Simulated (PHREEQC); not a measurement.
Make-up at 20 °C: 130 mmol/kgw NaH2PO4, 1.1 mmol/kgw NaF and 2.8 mmol/kgw NaCl. Closed to the air; pH follows from the charge balance.

The numbers come from PHREEQC with the ion-association model, phreeqc.dat.

| quantity | before | after |
|---|---|---|
| pH | 4.46 | 4.51 |
| ionic strength (mol/kgw) | 0.134 | 0.135 |
| HPO4-2 (mol/kgw) | 0.000500 | 0.000876 |
| H3PO4 (mol/kgw) | 0.000467 | 0.000794 |
| NaHPO4- (mol/kgw) | 4.48e-5 | 6.72e-5 |
| SI of Halite (NaCl) | -5.23 | -5.32 |

What was changed between the two runs?
A) NaCl from 0.0028 to 0.00252 mol/kgw
B) NaH2PO4 from 0.13 to 0.026 mol/kgw
C) NaCl from 0.0028 to 0.0014 mol/kgw
D) NaCl from 0.0028 to 0.00056 mol/kgw
E) temperature from 20 to 90 °C

E, temperature from 20 to 90 °C

Precipitation was switched off in this run. Constants without temperature data keep their 25 °C values here.
